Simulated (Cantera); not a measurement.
Feed: 1 mol SiH4, 0.75 mol O2, 0.15 mol H2, at 4000 Pa.

These are equilibrium values from Cantera (NASA tables, ideal gas, pure condensed phases), not measurements of a reactor. Candidate condensed phases: H2O, Si, SiO2; 18 gas species. The tables hold silica as quartz up to 1696 K and as liquid above; real silica turns to tridymite and cristobalite and melts near 1996 K. The numbers say what is thermodynamically allowed, not how fast it happens. All values below are at 1627 °C.

Base state: H2 0.805, SiO 0.190, H 0.00356, H2O 0.00147 (mole fractions); condensed: SiO2(condensed).

Task: What changes in the equilibrium state with this change: pressure from 4000 Pa to 100000 Pa?

Result: 
| species | before | after |
|---|---|---|
| H2 | 0.805 | 0.876 |
| SiO | 0.190 | 0.123 |
| H | 0.00356 | 0.000743 |
| SiH2 | 1.77e-7 | 5.11e-5 |
| SiH | 1.85e-7 | 1.02e-5 |
| SiO2(condensed), mol | 0.496 | 0.598 |
| Si(l), mol | 0 | 0.0984 |
Each liquid is taken as pure. Mutual solubility and eutectic melting of coexisting phases are not modelled. Gases not in the tables: Si2H6 and higher silanes.
